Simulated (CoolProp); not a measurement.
Isobutane along the isobar 60.3 bar: Z from the reference equation and from simpler models built on Tc = 407.8 K, pc = 36.29 bar, ω = 0.184; each cubic takes its own stable root.

Values from CoolProp's reference Helmholtz-energy equation of state, Bücker 2006.

```json
[
 {"T (K)": "188.1", "phase": "liquid", "reference": "0.3328"},
 {"T (K)": "210.6", "phase": "liquid", "reference": "0.3070"},
 {"T (K)": "233.1", "phase": "liquid", "reference": "0.2870"},
 {"T (K)": "255.7", "phase": "liquid", "reference": "0.2715"},
 {"T (K)": "278.2", "phase": "liquid", "reference": "0.2596"},
 {"T (K)": "300.7", "phase": "liquid", "reference": "0.2509"},
 {"T (K)": "323.3", "phase": "liquid", "reference": "0.2451"},
 {"T (K)": "345.8", "phase": "liquid", "reference": "0.2427"},
 {"T (K)": "368.3", "phase": "liquid", "reference": "0.2443"},
 {"T (K)": "390.8", "phase": "liquid", "reference": "0.2522"},
 {"T (K)": "413.4", "phase": "supercritical", "reference": "0.2742"},
 {"T (K)": "435.9", "phase": "supercritical", "reference": "0.3475"},
 {"T (K)": "458.4", "phase": "supercritical", "reference": "0.5110"},
 {"T (K)": "481", "phase": "supercritical", "reference": "0.6278"},
 {"T (K)": "503.5", "phase": "supercritical", "reference": "0.7045"},
 {"T (K)": "526", "phase": "supercritical", "reference": "0.7599"}
]
```

How far does each simpler model (van der Waals, Soave-Redlich-Kwong) lie from the reference over these 16 states: mean and median of the absolute difference, and the worst?


- van der Waals: mean 39.1 %, median 49.5 %, worst +58.8 % at 188.1 K and 60.3 bar
- Soave-Redlich-Kwong: mean 7.9 %, median 6.7 %, worst +16.5 % at 435.9 K and 60.3 bar
